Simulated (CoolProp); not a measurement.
Values from CoolProp's reference Helmholtz-energy equation of state, Tillner-Roth 1994.

Question: Give the vapour pressure (MPa), liquid cp (kJ/(kg K)), liquid viscosity (µPa s) of saturated R134a at 212.7, 223.8 K.

Answer: 
```json
[
 {"T (K)": "212.7", "p (MPa)": "0.0154", "liquid cp (kJ/(kg K))": "1.22", "liquid viscosity (µPa s)": "666"},
 {"T (K)": "223.8", "p (MPa)": "0.0306", "liquid cp (kJ/(kg K))": "1.24", "liquid viscosity (µPa s)": "545"}
]
```

Viscosity comes from a separate model (Huber 2003), an estimate that may be off by 10 % or more.
